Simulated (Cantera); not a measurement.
## Silicon oxide and oxynitride deposition: HMDSO + O3 + H2

Charge: 1 mol HMDSO, 1.6 mol O3, 22 mol H2, held at 0.240 bar.

Cantera equilibrium calculation (NASA polynomials, part measured and part estimated; ideal gas, pure solids and liquids). Candidate condensed phases: C, C6H6, C7H8, C8H18, H2O, Si, SiC, SiO2; 123 gas species. The feed counts by its element totals alone. Mutual solubility and eutectic melting of coexisting phases are not modelled. The tables hold silica as quartz up to 1696 K and as liquid above; real silica turns to tridymite and cristobalite and melts near 1996 K. Gases not in the tables: Si2H6 and higher silanes. Equilibrium is a limit: real reactors are often held back by kinetics, nucleation or transport.

```tsv
T (°C)	log p H2	log p CO	log p SiO	log p H	log p CH4	log p H2O	n C(graphite)	n SiO2(β-quartz)	n SiC(s)	n SiO2(condensed)
1150	-0.64	-1.88	-5.40	-5.50	-3.71	-5.04	4.17	2.00	0	0
1250	-0.68	-1.51	-4.15	-4.98	-4.01	-5.01	0	0.598	1.39	0
1350	-0.68	-1.51	-3.15	-4.50	-4.62	-4.88	0	0.530	1.36	0
1450	-0.69	-1.50	-2.27	-4.09	-5.18	-4.77	0	0	1.12	0.0479
1550	-0.69	-1.50	-2.23	-3.71	-5.28	-5.04	0	0	1.10	0
1650	-0.70	-1.50	-2.23	-3.37	-5.36	-5.30	0	0	1.10	0
1750	-0.70	-1.50	-2.23	-3.07	-5.43	-5.53	0	0	1.10	0
```
log p: log10 of the partial pressure in bar; n: condensed amount in mol.

At 1150 °C the condensed part is C(graphite) + SiO2(β-quartz). From 1250 °C to 1350 °C the condensed part is SiC(s) + SiO2(β-quartz). At 1450 °C the condensed part is SiC(s) + SiO2(condensed). From 1550 °C to 1750 °C the condensed part is SiC(s). The main Si-bearing gas is SiO throughout. The share of Si in condensed phases is highest at 1150 °C (100.0 %) and lowest at 1750 °C (54.8 %).
